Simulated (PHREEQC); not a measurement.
A solution holds 0.0014 mol H2S, 0.0044 mol Na2SO4, 0.021 mol KCl and 0.071 mol NH4Br per kg of water, at 25 °C. Closed to the air; pH follows from the charge balance.

Computed with PHREEQC (ion-association model, wateq4f.dat).

Each row changes one thing in this solution. Precipitation was switched off in this run.

```
case                                         pH  ionic strength (mol/kgw)  SO4-2 (mol/kgw)  H2S (mol/kgw)  NH4SO4- (mol/kgw)  KSO4- (mol/kgw)  SI of Halite (NaCl)  SI of Mirabilite (Na2SO4:10H2O)
-----------------------------------------  ----  ------------------------  ---------------  -------------  -----------------  ---------------  -------------------  -------------------------------
as made                                    4.87                     0.103          0.00314        0.00138            0.00104         0.000165                -5.54                            -6.17
NH4Br from 0.071 to 0.106 mol/kgw          4.85                     0.137          0.00291        0.00138            0.00131         0.000137                -5.56                            -6.27
Na2SO4 from 0.0044 to 0.022 mol/kgw        4.94                     0.145           0.0157        0.00138            0.00444         0.000708                -4.88                       (withheld)
KCl from 0.021 to 0.0189 mol/kgw           4.87                (withheld)          0.00315        0.00138            0.00105         0.000149                -5.59                            -6.16
NH4Br from 0.071 to 0.0781 mol/kgw         4.87                     0.110          0.00309        0.00138            0.00111         0.000158                -5.55                            -6.19
diluted 5-fold with water                  5.22                    0.0209         0.000781       0.000274            8.16e-5          1.31e-5                -6.84                            -7.87
H2S replaced by NaHS at the same molality  7.15                (withheld)          0.00314       0.000439            0.00103         0.000164                -5.48                            -6.04
```

Problem. Some entries are withheld; supply them.

Solution. 
- Na2SO4 from 0.0044 to 0.022 mol/kgw, SI of Mirabilite (Na2SO4:10H2O): -4.16
- KCl from 0.021 to 0.0189 mol/kgw, ionic strength (mol/kgw): 0.101
- H2S replaced by NaHS at the same molality, ionic strength (mol/kgw): 0.104

The polysulfide entries of wateq4f.dat were taken out for this run.
